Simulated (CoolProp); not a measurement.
A single-stage vapour-compression cycle with R507A: evaporating at 224.15 K (dew point), condensing at 278.15 K (bubble point), superheat 8 K, subcooling 0 K, compressor efficiency 0.8, no pressure losses. Each further row changes one setting.

Model: reference Helmholtz-energy equation of state, Lemmon 2003, in CoolProp. It is a pseudo-pure fit of the blend.

```csv
case,cooling COP,pressure ratio,discharge temperature (K),refrigerating effect (kJ/kg),volumetric capacity (kJ/m³)
as stated,2.51,8.03,307.7,134,647
evaporating temperature 229.15 K,[?],[?],304.7,137,830
condensing temperature 273.15 K,2.87,[?],[?],141,680
subcooling 5 K,[?],8.03,307.7,141,680
superheat 18 K,[?],8.03,318.4,[?],652
compressor efficiency 0.7,2.20,8.03,[?],134,647
```

Problem. What belongs in the gaps?

Solution. 
- evaporating temperature 229.15 K, cooling COP: 2.91
- evaporating temperature 229.15 K, pressure ratio: 6.32
- condensing temperature 273.15 K, pressure ratio: 6.88
- condensing temperature 273.15 K, discharge temperature (K): 301.7
- subcooling 5 K, cooling COP: 2.64
- superheat 18 K, cooling COP: 2.53
- superheat 18 K, refrigerating effect (kJ/kg): 142
- compressor efficiency 0.7, discharge temperature (K): 315.5
